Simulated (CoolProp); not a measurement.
Vapour-liquid equilibrium of methane (1) + ethane (2) at 0.791 bar; x and y are mole fractions of (1).

Values from CoolProp's multi-fluid Helmholtz-energy mixture model, Setzmann 1991 and Bücker 2006; pair parameters Kunz 2012.

```csv
x,"bubble temperature, mixture model (°C)","bubble temperature, Raoult's law (°C)","y, mixture model","y, Raoult's law"
0.05,-121.5,-118.0,0.862,0.823
0.2,-146.2,-142.2,0.990,0.985
0.35,-153.7,-150.8,0.997,0.996
0.5,-157.6,-155.8,0.999,0.998
0.65,-160.1,-159.2,0.999,0.999
0.8,-162.1,-161.8,1.000,1.000
0.95,-163.8,-163.8,1.000,1.000
```

The largest gap from Raoult's law is -4.0 K in bubble temperature, at x = 0.2. No azeotrope shows between x = 0.05 and 0.95.

The pair parameters rest on a limited set of measurements; away from them the model extrapolates.
